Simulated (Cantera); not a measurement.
Input: 1 mol SiH2Cl2, 0.35 mol O2, 45 mol H2, held at 1.00 bar.

Cantera equilibrium calculation (NASA polynomials, part measured and part estimated; ideal gas, pure solids and liquids). Candidate condensed phases: H2O, Si, SiO2; 30 gas species. Mutual solubility and eutectic melting of coexisting phases are not modelled. The tables hold silica as quartz up to 1696 K and as liquid above; real silica turns to tridymite and cristobalite and melts near 1996 K. Gases not in the tables: Si2H6 and higher silanes. Rates play no part.

Problem. Which condensed phases are stable at each of these points (T (K)): 923, 998, 1073, 1148, 1223, 1298, 1373, 1448, 1523, 1598, 1673, 1748?

Solution. 
| T (K) | condensed phases | Si condensed (%) |
|---|---|---|
| 923 | Si(s) + SiO2(β-quartz) | 44.0 |
| 998 | Si(s) + SiO2(β-quartz) | 47.6 |
| 1073 | Si(s) + SiO2(β-quartz) | 52.7 |
| 1148 | Si(s) + SiO2(β-quartz) | 59.4 |
| 1223 | Si(s) + SiO2(β-quartz) | 66.5 |
| 1298 | Si(s) + SiO2(β-quartz) | 72.7 |
| 1373 | Si(s) + SiO2(β-quartz) | 76.6 |
| 1448 | Si(s) + SiO2(β-quartz) | 77.8 |
| 1523 | Si(s) + SiO2(β-quartz) | 75.7 |
| 1598 | Si(s) + SiO2(β-quartz) | 66.4 |
| 1673 | Si(s) + SiO2(β-quartz) | 38.1 |
| 1748 | Si(l) | 10.3 |

From 923 K to 1673 K the condensed part is Si(s) + SiO2(β-quartz). At 1748 K the condensed part is Si(l).
